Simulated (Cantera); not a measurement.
An isothermal, constant-pressure homogeneous reactor starts with NO : N₂ = 1 : 0.38 (molar parts), at 1650 K and 20.0 Torr. Integrator tolerance rtol = 1e-08.

Model: GRI-Mech 3.0 (53 species, 325 reactions), integrated in Cantera. Radical loss at walls, strong at low pressure, is not modelled.

**Question.** What does this change do: temperature 1650 to 2125 K?

**Answer.** 
```csv
quantity,before,after
x(NO) at 70.0 s,0.622 (gas-phase equilibrium 0.00282),0.0123 (gas-phase equilibrium 0.0123)
x(N₂) at 70.0 s,0.326 (gas-phase equilibrium 0.636),0.630 (gas-phase equilibrium 0.630)
x(NO₂) at 70.0 s,0.000169 (gas-phase equilibrium 2.13e-6),3.68e-6 (gas-phase equilibrium 3.68e-6)
x(O₂) at 70.0 s,0.0510 (gas-phase equilibrium 0.361),0.352 (gas-phase equilibrium 0.352)
x(O) at 70.0 s,4.11e-5 (gas-phase equilibrium 9.59e-5),0.00604 (gas-phase equilibrium 0.00604)
```

**Question.** What does this change do: temperature 1650 to 1750 K?

**Answer.** 
```tsv
quantity	before	after
x(NO) at 70.0 s	0.622 (gas-phase equilibrium 0.00282)	0.448 (gas-phase equilibrium 0.00412)
x(N₂) at 70.0 s	0.326 (gas-phase equilibrium 0.636)	0.413 (gas-phase equilibrium 0.636)
x(NO₂) at 70.0 s	0.000169 (gas-phase equilibrium 2.13e-6)	0.000161 (gas-phase equilibrium 2.46e-6)
x(O₂) at 70.0 s	0.0510 (gas-phase equilibrium 0.361)	0.138 (gas-phase equilibrium 0.360)
x(O) at 70.0 s	4.11e-5 (gas-phase equilibrium 9.59e-5)	0.000180 (gas-phase equilibrium 0.000277)
```
